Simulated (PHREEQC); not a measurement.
Consider water at 20 °C with 0.0049 mol/kgw HF, 0.1 mol/kgw NH4F and 0.048 mol/kgw (NH4)2SiF6. Closed to the air; pH follows from the charge balance.

Equilibrium calculation in PHREEQC: ion-association model, wateq4f.dat.

Q: The ionic strength comes out as 0.244 mol/kgw. What activity coefficients do F-, HF2-, NH4+, SiF6-2, H+ get?

A: F- 0.69, HF2- 0.69, NH4+ 0.74, SiF6-2 0.28, H+ 0.79.

This is a speciation only: nothing precipitates in the calculation. SiF6-2 is the database's only silicon fluoride.
